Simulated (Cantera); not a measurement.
Charge: 1 mol CF₄, 0.94 mol F₂, a varied amount of H₂, equilibrated at 0.000950 bar.

Method: chemical equilibrium by Gibbs-energy minimisation in Cantera with the NASA 1993 tables (ideal gas, pure condensed phases). Candidate condensed phases: C, C₆H₆, C₇H₈, C₈H₁₈; 95 gas species. Kinetics and transport are ignored.

Question: What condenses at these points (T in °C, n(H₂) in mol): (2325, 1.2); (2375, 15); (2325, 6.8); (2575, 2.6)?

Answer: 
```json
[
 {"T (°C)": "2325", "n(H₂) in mol": "1.2", "condensed phases": "C", "C condensed (%)": "71.9"},
 {"T (°C)": "2375", "n(H₂) in mol": "15", "condensed phases": "C", "C condensed (%)": "35.8"},
 {"T (°C)": "2325", "n(H₂) in mol": "6.8", "condensed phases": "C", "C condensed (%)": "84.1"},
 {"T (°C)": "2575", "n(H₂) in mol": "2.6", "condensed phases": "gas only", "C condensed (%)": "0.0"}
]
```
